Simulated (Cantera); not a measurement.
# Premixed flame

A freely propagating, adiabatic, planar premixed flame of CH₄ : CO : O₂ : N₂ = 1 : 0.7 : 1.96 : 7.36 (molar parts), equivalence ratio 1.2, unburnt at 575 K and 0.424 atm; unity-Lewis-number transport, grid criteria slope 0.08 and curve 0.16, no radiation.

Cantera simulation using GRI-Mech 3.0 (53 species, 325 reactions); the numbers are that mechanism's predictions, not measurements. Unity Lewis numbers drop preferential diffusion, which matters most where H2 and H carry the flame. Burning velocities carry a grid error of a few per cent, more on coarse grids.

```json
[
 {"z (mm)": "-2.36", "T (K)": "575", "u (m/s)": "1.05", "x CH₄": "0.0907", "x CO": "0.0635", "x O₂": "0.178", "x C₂H": "<1e-8", "x H₂": "7.75e-6", "x NO": "<1e-8"},
 {"z (mm)": "-1.57", "T (K)": "578", "u (m/s)": "1.06", "x CH₄": "0.0906", "x CO": "0.0636", "x O₂": "0.178", "x C₂H": "<1e-8", "x H₂": "7.74e-5", "x NO": "2.52e-8"},
 {"z (mm)": "-1.18", "T (K)": "587", "u (m/s)": "1.07", "x CH₄": "0.0899", "x CO": "0.0638", "x O₂": "0.177", "x C₂H": "<1e-8", "x H₂": "0.000329", "x NO": "1.08e-7"},
 {"z (mm)": "-0.786", "T (K)": "647", "u (m/s)": "1.19", "x CH₄": "0.0860", "x CO": "0.0653", "x O₂": "0.171", "x C₂H": "<1e-8", "x H₂": "0.00196", "x NO": "6.63e-7"},
 {"z (mm)": "-0.393", "T (K)": "995", "u (m/s)": "1.84", "x CH₄": "0.0613", "x CO": "0.0744", "x O₂": "0.135", "x C₂H": "<1e-8", "x H₂": "0.0121", "x NO": "4.37e-6"},
 {"z (mm)": "-0.197", "T (K)": "1384", "u (m/s)": "2.60", "x CH₄": "0.0319", "x CO": "0.0854", "x O₂": "0.0919", "x C₂H": "<1e-8", "x H₂": "0.0239", "x NO": "9.09e-6"},
 {"z (mm)": "0", "T (K)": "1771", "u (m/s)": "3.37", "x CH₄": "0.00536", "x CO": "0.0935", "x O₂": "0.0436", "x C₂H": "2.37e-7", "x H₂": "0.0304", "x NO": "1.61e-5"},
 {"z (mm)": "0.197", "T (K)": "1900", "u (m/s)": "3.63", "x CH₄": "0.000188", "x CO": "0.0856", "x O₂": "0.0215", "x C₂H": "8.89e-8", "x H₂": "0.0247", "x NO": "2.33e-5"},
 {"z (mm)": "0.393", "T (K)": "1933", "u (m/s)": "3.69", "x CH₄": "3.95e-6", "x CO": "0.0772", "x O₂": "0.0162", "x C₂H": "<1e-8", "x H₂": "0.0242", "x NO": "2.76e-5"},
 {"z (mm)": "0.786", "T (K)": "1975", "u (m/s)": "3.75", "x CH₄": "<1e-8", "x CO": "0.0709", "x O₂": "0.0135", "x C₂H": "<1e-8", "x H₂": "0.0252", "x NO": "3.24e-5"},
 {"z (mm)": "1.57", "T (K)": "2031", "u (m/s)": "3.84", "x CH₄": "<1e-8", "x CO": "0.0686", "x O₂": "0.0117", "x C₂H": "<1e-8", "x H₂": "0.0247", "x NO": "3.97e-5"},
 {"z (mm)": "3.15", "T (K)": "2105", "u (m/s)": "3.96", "x CH₄": "<1e-8", "x CO": "0.0669", "x O₂": "0.00958", "x C₂H": "<1e-8", "x H₂": "0.0231", "x NO": "5.26e-5"},
 {"z (mm)": "6.29", "T (K)": "2185", "u (m/s)": "4.08", "x CH₄": "<1e-8", "x CO": "0.0645", "x O₂": "0.00706", "x C₂H": "<1e-8", "x H₂": "0.0211", "x NO": "7.62e-5"}
]
```
x: mole fraction of selected species; z is measured from the peak of heat release.

laminar burning velocity: 105 cm/s
thermal thickness: 0.786 mm
peak x(C₂H): 2.87e-7
peak x(H₂): 0.0307
grid points: 140
